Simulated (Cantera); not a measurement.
Diamond growth

A diamond (100) surface in a fixed gas of H2 with x(CH4) = 0.015, x(H) = 0.013, at 1375 K, 10000 Pa; coverages are run to steady state.

Model: the Harris–Goodwin 1993 mechanism for the reconstructed diamond (100) surface, integrated in Cantera.

```json
[
 {"x(CH3)": "1e-06", "growth (µm/h)": "0.0351", "θ c6HH": "0.342", "θ c6H*": "0.0574", "θ c6*H": "0.542", "θ c6**": "0.0591", "θ c6HM": "1.14e-6"},
 {"x(CH3)": "2.5e-06", "growth (µm/h)": "0.0878", "θ c6HH": "0.342", "θ c6H*": "0.0574", "θ c6*H": "0.542", "θ c6**": "0.0591", "θ c6HM": "2.85e-6"},
 {"x(CH3)": "6.2e-06", "growth (µm/h)": "0.218", "θ c6HH": "0.342", "θ c6H*": "0.0574", "θ c6*H": "0.542", "θ c6**": "0.0591", "θ c6HM": "7.06e-6"},
 {"x(CH3)": "1.5e-05", "growth (µm/h)": "0.527", "θ c6HH": "0.342", "θ c6H*": "0.0574", "θ c6*H": "0.542", "θ c6**": "0.0591", "θ c6HM": "1.71e-5"},
 {"x(CH3)": "3.8e-05", "growth (µm/h)": "1.33", "θ c6HH": "0.342", "θ c6H*": "0.0574", "θ c6*H": "0.542", "θ c6**": "0.0591", "θ c6HM": "4.33e-5"},
 {"x(CH3)": "9.6e-05", "growth (µm/h)": "3.37", "θ c6HH": "0.342", "θ c6H*": "0.0573", "θ c6*H": "0.542", "θ c6**": "0.0590", "θ c6HM": "0.000109"},
 {"x(CH3)": "0.00024", "growth (µm/h)": "8.39", "θ c6HH": "0.341", "θ c6H*": "0.0573", "θ c6*H": "0.542", "θ c6**": "0.0588", "θ c6HM": "0.000273"},
 {"x(CH3)": "0.00059", "growth (µm/h)": "20.5", "θ c6HH": "0.341", "θ c6H*": "0.0573", "θ c6*H": "0.541", "θ c6**": "0.0584", "θ c6HM": "0.000668"},
 {"x(CH3)": "0.0015", "growth (µm/h)": "51.4", "θ c6HH": "0.341", "θ c6H*": "0.0571", "θ c6*H": "0.539", "θ c6**": "0.0574", "θ c6HM": "0.00168"}
]
```
θ: site fractions in the mechanism's names (c6HH fully hydrogenated, c6H* and c6*H radical sites, c6** diradical, c6HM methylated).
